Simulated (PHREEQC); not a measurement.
A solution holds 0.0051 mol HF, 0.00016 mol NH4F and 2.6e-05 mol H4SiO4 per kg of water, at 55 °C. Closed to the air; pH follows from the charge balance.

Equilibrium calculation in PHREEQC: ion-association model, wateq4f.dat.

No solid was allowed to form.

Task: Estimate the pH, ionic strength.

Result: pH 2.94; ionic strength 0.00137 mol/kgw.

Task: In which forms is Si present?

Result: H4SiO4 51 %, SiF6-2 49 % of the Si.

Species that the database lacks are ignored. Constants without temperature data keep their 25 °C values here. SiF6-2 is the database's only silicon fluoride.
